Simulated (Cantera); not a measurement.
Feed: 1 mol CH3Cl, a varied amount of H2, at 2975 K and 1000 Pa.

Equilibrium computed with Cantera from the NASA thermochemical tables; the gas is ideal and each condensed phase is pure. Candidate condensed phases: C, C6H6, C7H8, C8H18; 91 gas species. Rates play no part.

Q: Which condensed phases are stable at each of these points (n(H2) (mol)): 0.39, 0.55, 0.76, 1.1, 1.5, 2.1, 2.9, 4?

A: 
```
n(H2) (mol)  condensed phases  C condensed (%)
-----------  ----------------  ---------------
0.39              C(graphite)             55.4
0.55              C(graphite)             52.1
0.76              C(graphite)             47.8
1.1               C(graphite)             40.9
1.5               C(graphite)             32.7
2.1               C(graphite)             20.5
2.9               C(graphite)              4.1
4                    gas only              0.0
```

From 0.39 mol H2 to 2.9 mol H2 the condensed part is C(graphite). At 4 mol H2 nothing is condensed.
